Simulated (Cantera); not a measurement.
Pyrogenic steam for wet oxidation

An isothermal, constant-pressure homogeneous reactor starts with H2 : O2 : N2 = 0.78 : 1 : 6.6 (molar parts), equivalence ratio 0.39, at 1223 K and 15000 Pa.

Model: GRI-Mech 3.0 (53 species, 325 reactions), integrated in Cantera. The temperature is held fixed by assumption; the heat of reaction is taken as removed at once.

| t (s) | x H2 | x O2 | x H | x N2O | x O | x NO | x HO2 |
|---|---|---|---|---|---|---|---|
| 0.000600 | 0.00821 | 0.0780 | 0.0329 | 1.53e-8 | 0.0140 | 2.03e-6 | 7.65e-6 |
| 0.00270 | 0.00166 | 0.0759 | 0.00233 | 3.80e-8 | 0.00226 | 7.06e-6 | 7.17e-6 |
| 0.0121 | 6.14e-5 | 0.0763 | 1.46e-5 | 6.28e-8 | 7.84e-5 | 7.16e-6 | 1.67e-6 |
| 0.0545 | 3.56e-6 | 0.0763 | 2.36e-7 | 7.04e-8 | 5.05e-6 | 7.14e-6 | 1.56e-7 |
| 0.245 | 4.43e-7 | 0.0763 | 1.16e-8 | 7.24e-8 | 6.81e-7 | 7.15e-6 | 2.30e-8 |
| 1.10 | 8.08e-8 | 0.0763 | 9.50e-10 | 6.84e-8 | 1.28e-7 | 7.16e-6 | 6.20e-9 |
| 4.95 | 2.35e-8 | 0.0763 | 1.51e-10 | 4.74e-8 | 3.70e-8 | 7.15e-6 | 4.81e-9 |
| 22.2 | 1.87e-8 | 0.0763 | 1.07e-10 | 1.07e-8 | 2.91e-8 | 7.15e-6 | 4.96e-9 |
| 100 | 1.87e-8 | 0.0763 | 1.07e-10 | 3.95e-9 | 2.90e-8 | 7.15e-6 | 4.96e-9 |
x: mole fraction; the columns are a selection and need not sum to one.

Equilibrium at this temperature and pressure: H2 1.87e-8, O2 0.0763, H 1.07e-10, N2O 3.95e-9, O 2.90e-8, NO 0.000144, HO2 4.96e-9 (gas phase only).
